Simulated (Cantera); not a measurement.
## Equilibrium for boron, boron nitride and boron oxide: B₂O₃ + N₂ + H₂ + H₂O

A closed system holds: 1 mol B₂O₃, 1.5 mol N₂, 1.4 mol H₂, 0.39 mol H₂O, at 1473 K and 0.0440 bar.

These are equilibrium values from Cantera (NASA tables, ideal gas, pure condensed phases), not measurements of a reactor. Candidate condensed phases: B, BN, B₂O₃, B₃O₃H₃, H₂O; 39 gas species. Gases not in the tables: H₃BO₃. The numbers say what is thermodynamically allowed, not how fast it happens.

```yaml
x(N₂): 0.449
x(H₂): 0.419
x(H₂O): 0.102
x(HBO₂): 0.0290
x(B₂O₃): 0.000281
x(HBO): 5.47e-5
x(H): 3.90e-5
x((HBO₂)₃): 3.41e-5
n(B₂O₃(l)): 0.950 mol
gas_amount: 3.339 mol
log10 activity of B(s) (absent): -6.53
log10 activity of B₃O₃H₃(s) (absent): -15.25
```
